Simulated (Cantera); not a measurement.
Feed: 1 mol C2H6, 0.037 mol H2O, 5.4 mol N2, equilibrated at 2700 K and 1280 Torr.

Equilibrium computed with Cantera from the NASA thermochemical tables; the gas is ideal and each condensed phase is pure. Candidate condensed phases: C, C6H6, C7H8, C8H18, H2O; 136 gas species. Kinetics and transport are ignored.

Base state: N2 0.602, H2 0.307, HCN 0.0483, H 0.0241, C2H2 (acetylene) 0.00724, HNC 0.00700, CO 0.00431, CN 0.000285 (mole fractions); condensed: C(graphite).

### Question
What changes in the equilibrium state with this change: 0.008 mol CO2 added?

### Answer
```json
[
 {"species": "N2", "before": "0.602", "after": "0.600"},
 {"species": "H2", "before": "0.307", "after": "0.306"},
 {"species": "HCN", "before": "0.0483", "after": "0.0482"},
 {"species": "CO", "before": "0.00431", "after": "0.00617"},
 {"species": "H", "before": "0.0241", "after": "0.0241"},
 {"species": "CH4", "before": "1.79e-5", "after": "1.78e-5"},
 {"species": "CH3", "before": "2.41e-5", "after": "2.40e-5"},
 {"species": "C(graphite), mol", "before": "1.36", "after": "1.35"}
]
```
